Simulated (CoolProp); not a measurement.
Vapour-liquid equilibrium of R143a (1) + R236FA (2) at 190.3 K; x and y are mole fractions of (1).

Values from CoolProp's multi-fluid Helmholtz-energy mixture model, Lemmon and Jacobsen 2000 and Pan 2012; pair parameters Bell 2016.

Task: Give the bubble pressure and the first vapour's composition at x = 0.575, 0.65, 0.725. Is there an azeotrope?

Result: x = 0.575: 0.007510 MPa, y = 0.971; x = 0.65: 0.008465 MPa, y = 0.979; x = 0.725: 0.009420 MPa, y = 0.985. No azeotrope shows between x = 0.05 and 0.95.

The pair parameters rest on a limited set of measurements; away from them the model extrapolates.
